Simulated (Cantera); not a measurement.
Source: NASA polynomial tables (part measured, part estimated), evaluated in Cantera. Values are per mole of reaction as written; species without (g) are pure solids or liquids, kept so even where they would boil at 1 bar. ZrN: taken at fixed stoichiometry.

Question: Between 300 and 2700 K, where is each reaction favourable under standard conditions?
- 3 H₂O₂(g) + 8 ZrN ⇌ 6 NO(g) + 8 Zr + 2 NH₃(g)

Answer: 
- 3 H₂O₂(g) + 8 ZrN ⇌ 6 NO(g) + 8 Zr + 2 NH₃(g): ΔG° is 3503 kJ at 300 K and 1306 kJ at 2700 K; it stays positive (K < 1). ΔH° is 3863 kJ and ΔS° 947 J/K at 2700 K.
